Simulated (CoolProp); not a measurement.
Nitrous oxide along the isotherm 315.7 K: density (kg/m³) from the reference equation and from simpler models built on Tc = 309.5 K, pc = 7.245 MPa, ω = 0.161; each cubic takes its own stable root.

The numbers come from the reference Helmholtz-energy equation of state, Lemmon 2006 in CoolProp. It is a short technical equation, of lower accuracy than the large ones.

```
p (MPa)          phase  reference
-------  -------------  ---------
5.56               gas      135.8
11.1     supercritical      704.3
16.7     supercritical      794.7
22.2     supercritical      842.7
27.8     supercritical      877.7
33.3     supercritical      905.1
38.9     supercritical      928.5
44.4     supercritical      948.3
50       supercritical      966.2
```

**Question.** How far does each simpler model (ideal gas, van der Waals, Redlich-Kwong) lie from the reference over these 9 states: mean and median of the absolute difference, and the worst?

**Answer.** 
- ideal gas: mean 41.7 %, median 38.3 %, worst -73.6 % at 315.7 K and 11.1 MPa
- van der Waals: mean 23.9 %, median 26.3 %, worst -26.9 % at 315.7 K and 11.1 MPa
- Redlich-Kwong: mean 7.3 %, median 6.8 %, worst -14.4 % at 315.7 K and 11.1 MPa
